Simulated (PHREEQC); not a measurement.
Synthetic water in mg/kgw, 25 °C, pH 5.93, pe -0.1:

```json
[
 {"constituent": "Na", "mg/kgw": "0.0563"},
 {"constituent": "K", "mg/kgw": "0.112"},
 {"constituent": "Ca", "mg/kgw": "0.11"},
 {"constituent": "Mg", "mg/kgw": "0.375"},
 {"constituent": "Cl", "mg/kgw": "0.399"},
 {"constituent": "S(6) as SO4", "mg/kgw": "0.575"},
 {"constituent": "Alkalinity as HCO3", "mg/kgw": "1.21"},
 {"constituent": "Sr", "mg/kgw": "0.000893"},
 {"constituent": "N(-3) as NH4", "mg/kgw": "0.002"},
 {"constituent": "Fe(2)", "mg/kgw": "0.00208"},
 {"constituent": "Si as SiO2", "mg/kgw": "0.0597"}
]
```

Valence states are taken as typed.

The numbers come from PHREEQC with the ion-association model, phreeqc.dat.

Each row changes one thing in this solution. No solid was allowed to form.

```csv
case,CO2 (mol/kgw),HCO3- (mol/kgw),MgSO4 (mol/kgw),MgHCO3+ (mol/kgw),CaSO4 (mol/kgw),CO3-2 (mol/kgw),SI of Quartz (SiO2)
as made,5.50e-5,2.10e-5,1.99e-8,3.64e-9,2.69e-9,8.63e-10,-2.02
temperature from 25 to 70 °C at the same typed pH,4.94e-5,…,5.38e-8,5.22e-9,3.56e-9,1.36e-9,-2.60
pH from 5.93 to 6.23 at the same alkalinity,2.67e-5,2.04e-5,1.99e-8,3.54e-9,2.69e-9,1.67e-9,-2.02
all concentrations times 2 at the same typed pH,…,4.08e-5,7.70e-8,1.39e-8,…,1.70e-9,-1.72
```

Task: What belongs in the gaps?

Result: 
- temperature from 25 to 70 °C at the same typed pH, HCO3- (mol/kgw): 2.09e-5
- all concentrations times 2 at the same typed pH, CO2 (mol/kgw): 0.000106
- all concentrations times 2 at the same typed pH, CaSO4 (mol/kgw): 1.04e-8

Complexes and solids missing from the database can't appear. Away from 25 °C the constants follow the database's enthalpies or fits; those with neither stay at their 25 °C values.
